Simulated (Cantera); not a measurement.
Source: NASA polynomial tables (part measured, part estimated), evaluated in Cantera. Values are per mole of reaction as written; species without (g) are pure solids or liquids, kept so even where they would boil at 1 bar.

5 N(g) + Ta2O5 ⇌ 5 NO(g) + 2 Ta

```tsv
T (K)	ΔH° (kJ)	ΔS° (J/K)	ΔG° (kJ)	log10 K	condensed phases
300	…	…	…	…	Ta2O5(s), Ta(s)
2150	-92.0	55.7	-211.8	5.15	Ta2O5(l), Ta(s)
2200	…	…	…	…	Ta2O5(l), Ta(s)
2250	-101.7	51.3	-217.1	5.04	Ta2O5(l), Ta(s)
2300	-106.5	49.2	-219.6	4.99	Ta2O5(l), Ta(s)
2350	-111.3	47.1	-222.1	4.94	Ta2O5(l), Ta(s)
2400	-116.0	45.1	-224.4	4.88	Ta2O5(l), Ta(s)
2450	…	…	…	…	Ta2O5(l), Ta(s)
2500	-125.3	41.3	-228.7	4.78	Ta2O5(l), Ta(s)
2550	-129.9	39.5	-230.7	4.73	Ta2O5(l), Ta(s)
2600	…	…	…	…	Ta2O5(l), Ta(s)
2650	-138.9	36.1	-234.5	4.62	Ta2O5(l), Ta(s)
```

### Question
What belongs in the gaps?

### Answer

- 300, ΔH° (kJ): 138.9
- 300, ΔS° (J/K): 226.7
- 300, ΔG° (kJ): 70.9
- 300, log10 K: -12.34
- 2200, ΔH° (kJ): -96.9
- 2200, ΔS° (J/K): 53.5
- 2200, ΔG° (kJ): -214.5
- 2200, log10 K: 5.09
- 2450, ΔH° (kJ): -120.7
- 2450, ΔS° (J/K): 43.2
- 2450, ΔG° (kJ): -226.6
- 2450, log10 K: 4.83
- 2600, ΔH° (kJ): -134.4
- 2600, ΔS° (J/K): 37.8
- 2600, ΔG° (kJ): -232.6
- 2600, log10 K: 4.67
